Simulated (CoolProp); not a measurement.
A single-stage vapour-compression cycle with 1,2-dichloroethane: evaporating at 305.15 K (dew point), condensing at 354.15 K (bubble point), superheat 10 K, subcooling 5 K, compressor efficiency 0.85, no pressure losses. Each further row changes one setting.

Values from CoolProp's reference Helmholtz-energy equation of state, Thol 2015.

| case | cooling COP | pressure ratio | discharge temperature (K) | refrigerating effect (kJ/kg) | volumetric capacity (kJ/m³) |
|---|---|---|---|---|---|
| as stated | [?] | 6.43 | 388.7 | 301 | 166 |
| evaporating temperature 310.15 K | 5.49 | 5.15 | [?] | 305 | 208 |
| condensing temperature 349.15 K | 5.40 | 5.47 | 381.9 | 308 | 170 |
| subcooling 10 K | 4.90 | 6.43 | 388.7 | 308 | 170 |
| superheat 20 K | [?] | 6.43 | [?] | 310 | 166 |
| compressor efficiency 0.75 | 4.23 | 6.43 | 397.7 | 301 | 166 |

Problem. What belongs in the gaps?

Solution. 
- as stated, cooling COP: 4.79
- evaporating temperature 310.15 K, discharge temperature (K): 385.2
- superheat 20 K, cooling COP: 4.77
- superheat 20 K, discharge temperature (K): 399.9
